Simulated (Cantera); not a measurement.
What does this Cantera script print?

```python
import numpy as np
import cantera as ct

gas_names = """
    H HNO HNO2 HNO3 HO2 H2 H2O H2O2 N NH NH2 NH3 NH2OH NO NO2 NO3 N2 N2H2 N2H4 N2O O OH O2 O3 Si SiH
    SiH2 SiH3 SiH4 SiN SiO SiO2 Si2 Si2N Si3
""".split()
cond_names = """
    H2O(s) H2O(L) Si(cr) Si(L) SiO2(Lqz) SiO2(hqz) SiO2(L) Si2N2O(s) Si3N4(a)
""".split()


# ... load() reads the species with a 1 bar reference pressure and builds the phases ...
atoms = {
    'SiO2': {'Si': 1, 'O': 2},
    'H2': {'H': 2},
    'N2': {'N': 2},
}
top_T = {'Si2N2O(s)': 2100, 'Si3N4(a)': 2400}  # K; cautious upper limits of use, not melting points


# ... equilibrate(T, P, feed) seeds the gas with the atoms and calls Mixture.equilibrate('TP', solver="vcs", rtol=1e-11, max_steps=5000) ...
results = []
feed = {'SiO2': 1, 'H2': 43, 'N2': 4.3}  # mol
P = 13332.2  # Pa
for T in [800, 950, 1100, 1250, 1400, 1550, 1700, 1850, 2000]:
    mix = equilibrate(T, P, feed)
    results.append((T, P, feed, dict(zip(mix.species_names, mix.species_moles))))
    x = sorted(zip(gas.X, gas.species_names), reverse=True)
    print(f"T = {T:g} K  P = {P:g} Pa  gas = {mix.phase_moles(0):.4g} mol")
    print("   x: " + "  ".join(f"{s} {v:.3e}" for v, s in x if v > 1e-06))
    print("   condensed (mol): " + ("  ".join(f"{mix.phase(i).name} {mix.phase_moles(i):.4g}"
          for i in range(1, mix.n_phases) if mix.phase_moles(i) > 1e-12) or "none"))
```

It prints:

```
T = 800 K  P = 13332.2 Pa  gas = 47.29 mol
   x: H2 9.090e-01  N2 9.086e-02  NH3 1.041e-04  H2O 8.593e-06
   condensed (mol): SiO2(Lqz) 0.9997  Si2N2O(s) 0.0001355
T = 950 K  P = 13332.2 Pa  gas = 47.3 mol
   x: H2 9.091e-01  N2 9.089e-02  NH3 2.873e-05  H2O 2.393e-05
   condensed (mol): SiO2(hqz) 0.9992  Si2N2O(s) 0.0003772
T = 1100 K  P = 13332.2 Pa  gas = 47.3 mol
   x: H2 9.090e-01  N2 9.089e-02  H2O 4.930e-05  NH3 1.107e-05
   condensed (mol): SiO2(hqz) 0.9984  Si2N2O(s) 0.0007772
T = 1250 K  P = 13332.2 Pa  gas = 47.3 mol
   x: H2 9.090e-01  N2 9.088e-02  H2O 8.446e-05  NH3 5.319e-06  H 1.262e-06
   condensed (mol): SiO2(hqz) 0.9973  Si2N2O(s) 0.001331
T = 1400 K  P = 13332.2 Pa  gas = 47.3 mol
   x: H2 9.090e-01  N2 9.087e-02  H2O 1.280e-04  H 1.270e-05  SiO 4.091e-06  NH3 2.979e-06
   condensed (mol): SiO2(hqz) 0.9959  Si2N2O(s) 0.001954
T = 1550 K  P = 13332.2 Pa  gas = 47.31 mol
   x: H2 9.086e-01  N2 9.088e-02  H2O 2.174e-04  SiO 2.174e-04  H 8.222e-05  NH3 1.863e-06
   condensed (mol): SiO2(hqz) 0.9897
T = 1700 K  P = 13332.2 Pa  gas = 47.37 mol
   x: H2 9.061e-01  N2 9.077e-02  SiO 1.370e-03  H2O 1.370e-03  H 3.841e-04  NH3 1.261e-06
   condensed (mol): SiO2(L) 0.9351
T = 1850 K  P = 13332.2 Pa  gas = 47.63 mol
   x: H2 8.960e-01  N2 9.028e-02  SiO 6.167e-03  H2O 6.167e-03  H 1.397e-03
   condensed (mol): SiO2(L) 0.7063
T = 2000 K  P = 13332.2 Pa  gas = 48.4 mol
   x: H2 8.657e-01  N2 8.884e-02  SiO 2.066e-02  H2O 2.065e-02  H 4.144e-03  OH 9.871e-06  SiO2 1.748e-06
   condensed (mol): none
```

These are equilibrium values from Cantera (NASA tables, ideal gas, pure condensed phases), not measurements of a reactor. N2 is the only nitrogen source here; it is nearly inert below about 1500 K, so the nitride shown seldom forms there in practice. Mutual solubility and eutectic melting of coexisting phases are not modelled. The tables hold silica as quartz up to 1696 K and as liquid above; real silica turns to tridymite and cristobalite and melts near 1996 K.
